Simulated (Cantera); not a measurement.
Mixture: C3H8 : O2 : N2 = 1 : 8.62 : 32.4 (molar parts), equivalence ratio 0.58, at 46000 Pa, adiabatic and at constant volume. Ignition delay is the time to a rise of 400 K.

Computed with Cantera and GRI-Mech 3.0 (53 species, 325 reactions). GRI-Mech 3.0 was tuned for natural gas; its chemistry of propane as a main component is partial and can be far from experiment.

Question: Predict: delay at 1050 K; delay at 1125 K; delay at 1200 K; delay at 1275 K; delay at 1350 K; delay at 1425 K; apparent activation energy between 1275 and 1425 K.

Answer: 
| Property | Result |
|---|---|
| delay at 1050 K | 0.256 s |
| delay at 1125 K | 41.0 ms |
| delay at 1200 K | 7.80 ms |
| delay at 1275 K | 1.88 ms |
| delay at 1350 K | 0.587 ms |
| delay at 1425 K | 0.232 ms |
| apparent activation energy between 1275 and 1425 K | 210 kJ/mol |
